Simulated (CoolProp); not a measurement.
Vapour-liquid equilibrium of R134a (1) + R1234ze(E) (2) at 295.7 K; x and y are mole fractions of (1).

Model: multi-fluid Helmholtz-energy mixture model, Tillner-Roth 1994 and Thol 2016; pair parameters Bell 2022, in CoolProp.

```
x     bubble pressure, mixture model (kPa)  bubble pressure, Raoult's law (kPa)  y, mixture model  y, Raoult's law
----  ------------------------------------  -----------------------------------  ----------------  ---------------
0.05                                   [?]                                470.4               [?]            0.066
0.2                                    [?]                                493.7             0.258            0.250
0.35                                 536.9                                517.0             0.416            0.418
0.5                                    [?]                                540.4               [?]            0.572
0.65                                   [?]                                563.7             0.694            0.713
0.8                                  598.0                                587.0               [?]            0.842
0.95                                 613.4                                610.4               [?]            0.962
```

**Question.** Fill in the missing entries.

**Answer.** 
- 0.05, bubble pressure, mixture model (kPa): 475.5
- 0.05, y, mixture model: 0.072
- 0.2, bubble pressure, mixture model (kPa): 509.1
- 0.5, bubble pressure, mixture model (kPa): 560.3
- 0.5, y, mixture model: 0.558
- 0.65, bubble pressure, mixture model (kPa): 580.5
- 0.8, y, mixture model: 0.825
- 0.95, y, mixture model: 0.956

The largest gap from Raoult's law is +3.8 % in bubble pressure, at x = 0.35. No azeotrope shows between x = 0.05 and 0.95.

Pair parameters are fitted to limited data, so mixtures are less certain than the pure fluids.
